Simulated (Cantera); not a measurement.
A closed system holds: 1 mol CH₃SiCl₃, 1.7 mol H₂, equilibrated at 1077 °C and 1.00 bar.

Cantera equilibrium calculation (NASA polynomials, part measured and part estimated; ideal gas, pure solids and liquids). Candidate condensed phases: C, C₆H₆, C₇H₈, C₈H₁₈, Si, SiC; 109 gas species. The feed counts by its element totals alone. The tables' values for SiCl₃ are old estimates; treat these amounts as uncertain. The numbers say what is thermodynamically allowed, not how fast it happens.

Base state: H₂ 0.581, HCl 0.316, SiCl₄ 0.0844, SiHCl₃ 0.00888, SiCl₃ 0.00558, CH₄ 0.00195, SiCl₂ 0.00184, SiH₂Cl₂ 0.000136 (mole fractions); condensed: C(graphite) + SiC(s).

Task: What changes in the equilibrium state with this change: temperature from 1077 °C to 1177 °C?

Result: 
```csv
species,before,after
H₂,0.581,0.534
HCl,0.316,0.382
SiCl₄,0.0844,0.0608
SiCl₂,0.00184,0.00503
CH₄,0.00195,0.000942
SiCl₃,0.00558,0.00915
"C(graphite), mol",0.423,0.357
"SiC(s), mol",0.569,0.639
```

Task: What changes in the equilibrium state with this change: pressure from 1.00 bar to 9.10 mbar?

Result: 
```csv
species,before,after
HCl,0.316,0.558
H₂,0.581,0.414
SiCl₄,0.0844,0.0147
CH₄,0.00195,8.97e-6
SiH₂Cl₂,0.000136,3.87e-6
"C(graphite), mol",0.423,0.131
"SiC(s), mol",0.569,0.869
```
